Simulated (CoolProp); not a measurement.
Computed with CoolProp (reference Helmholtz-energy equation of state, Zhou 2016).

Task: For R245ca, give the phase and the cv (kJ/(kg K)), expansivity (1/kK) at 291.2 K and 0.132 MPa.

Result: 
- 291.2 K and 0.132 MPa: liquid; cv 0.986, expansivity 1.76
